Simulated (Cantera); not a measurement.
Pyrogenic steam for wet oxidation

A perfectly stirred reactor is fed with H2 : O2 : N2 = 0.72 : 1 : 13 (molar parts), equivalence ratio 0.36, at 100.0 Torr; it is held at 848 K, and followed from long to short residence time.

Computed with Cantera and the H2/O2 subset of GRI-Mech 3.0, which has no nitrogen chemistry. Radical loss at walls, strong at low pressure, is not modelled. Below about 950 K walls govern HO2 and H2O2 in real vessels. The temperature is held fixed by assumption; the heat of reaction is taken as removed at once.

| τ (s) | x H2 | x O2 | x H | x HO2 | x O | x H2O | x H2O2 |
|---|---|---|---|---|---|---|---|
| 3.1 | 0.00200 | 0.0455 | 5.32e-6 | 5.70e-6 | 8.18e-6 | 0.0481 | 1.03e-6 |
| 1.6 | 0.00250 | 0.0458 | 1.02e-5 | 6.16e-6 | 1.28e-5 | 0.0476 | 7.35e-7 |
| 0.85 | 0.00315 | 0.0461 | 1.88e-5 | 6.59e-6 | 1.93e-5 | 0.0469 | 5.42e-7 |
| 0.44 | 0.00405 | 0.0465 | 3.55e-5 | 7.03e-6 | 2.90e-5 | 0.0460 | 4.06e-7 |
| 0.23 | 0.00525 | 0.0471 | 6.56e-5 | 7.44e-6 | 4.25e-5 | 0.0447 | 3.18e-7 |
| 0.12 | 0.00686 | 0.0478 | 0.000120 | 7.81e-6 | 6.12e-5 | 0.0430 | 2.63e-7 |
| 0.065 | 0.00884 | 0.0488 | 0.000209 | 8.13e-6 | 8.50e-5 | 0.0409 | 2.32e-7 |
| 0.034 | 0.0116 | 0.0501 | 0.000366 | 8.41e-6 | 0.000118 | 0.0380 | 2.13e-7 |
| 0.018 | 0.0151 | 0.0518 | 0.000612 | 8.66e-6 | 0.000160 | 0.0343 | 2.02e-7 |
| 0.0094 | 0.0196 | 0.0540 | 0.000979 | 8.85e-6 | 0.000210 | 0.0294 | 1.91e-7 |
x: mole fraction; the columns are a selection and need not sum to one.
